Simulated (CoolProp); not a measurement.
Properties of cyclopentane along the isotherm 550 K.

Model: reference Helmholtz-energy equation of state, Gedanitz 2015, in CoolProp.

```
p (MPa)          phase  speed of sound (m/s)  conductivity (mW/(m K))
-------  -------------  --------------------  -----------------------
0.0725             gas                 261.0                     42.8
0.113              gas                 260.4                     42.9
0.176              gas                 259.5                     43.1
0.274              gas                 258.1                     43.3
0.426              gas                 255.9                     43.7
0.663              gas                 252.4                     44.3
1.03               gas                 246.9                     45.3
1.61               gas                 237.9                     46.8
2.5                gas                 223.0                     49.3
3.9                gas                 196.6                     53.9
6.07     supercritical                 154.4                     65.2
9.45     supercritical                 243.5                     70.9
14.7     supercritical                 395.6                     76.6
22.9     supercritical                 538.1                     83.6
```

Thermal conductivity comes from a separate model (Vassiliou 2015).
